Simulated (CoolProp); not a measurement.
Vapour-liquid equilibrium of isohexane (1) + benzene (2) at 0.0176 MPa; x and y are mole fractions of (1).

Computed with CoolProp (multi-fluid Helmholtz-energy mixture model, Lemmon 2006 and Thol 2012; pair parameters Bell 2016).

```tsv
x	bubble temperature, mixture model (K)	bubble temperature, Raoult's law (K)	y, mixture model	y, Raoult's law
0.05	302.0	304.1	0.182	0.102
0.2	296.1	300.6	0.452	0.355
0.35	293.2	297.5	0.584	0.546
0.5	291.2	294.7	0.679	0.693
0.65	289.8	292.2	0.768	0.810
0.8	288.6	289.9	0.861	0.903
0.95	287.5	287.9	0.964	0.978
```

The largest gap from Raoult's law is -4.5 K in bubble temperature, at x = 0.2. No azeotrope shows between x = 0.05 and 0.95.

Pair parameters are fitted to limited data, so mixtures are less certain than the pure fluids.
